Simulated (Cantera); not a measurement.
Mixture: CO : H₂ : O₂ : N₂ = 1 : 0.12 : 0.311 : 1.17 (molar parts), equivalence ratio 1.8, at 0.860 bar, adiabatic and at constant pressure. Ignition delay is the time to a rise of 400 K.

Computed with Cantera and GRI-Mech 3.0 (53 species, 325 reactions). Where the delays flatten at high temperature, the 400 K rule measures the pace of heat release, not the induction time.

Task: What does this change do: constant volume in place of constant pressure?

Result: 
```csv
quantity,before,after
delay at 1275 K,91.2 µs,78.8 µs
delay at 1475 K,64.5 µs,49.8 µs
delay at 1675 K,65.0 µs,44.2 µs
delay at 1875 K,76.5 µs,49.4 µs
```

Task: What does this change do: pressure from 0.860 bar to 0.700 bar?

Result: 
```
quantity          before     after
---------------  -------  --------
delay at 1275 K  91.2 µs  0.116 ms
delay at 1475 K  64.5 µs   86.9 µs
delay at 1675 K  65.0 µs   91.9 µs
delay at 1875 K  76.5 µs  0.111 ms
```
